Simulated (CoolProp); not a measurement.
Vapour-liquid equilibrium of n-pentane (1) + the fluoroketone C6F12O (FK-5-1-12) (2) at 318.2 K; x and y are mole fractions of (1).

Values from CoolProp's multi-fluid Helmholtz-energy mixture model, Thol 2019 and McLinden 2015; pair parameters Bell 2016.

```csv
x,"bubble pressure, mixture model (bar)","bubble pressure, Raoult's law (bar)","y, mixture model","y, Raoult's law"
0.05,1.043,0.9041,0.189,0.075
0.15,1.331,0.9525,0.416,0.215
0.25,1.537,1.001,0.534,0.341
0.35,1.659,1.049,0.598,0.455
0.45,1.719,1.098,0.633,0.559
0.55,1.742,1.146,0.653,0.654
0.65,1.749,1.194,0.666,0.742
0.75,1.744,1.243,0.684,0.823
0.85,1.706,1.291,0.726,0.898
0.95,1.549,1.339,0.848,0.967
```

The largest gap from Raoult's law is +58.2 % in bubble pressure, at x = 0.35. y crosses x between x = 0.65 and 0.75: the model has an azeotrope there.

Pair parameters are fitted to limited data, so mixtures are less certain than the pure fluids. With so large a gap from Raoult's law the liquid may split in two, which this calculation doesn't test in full.
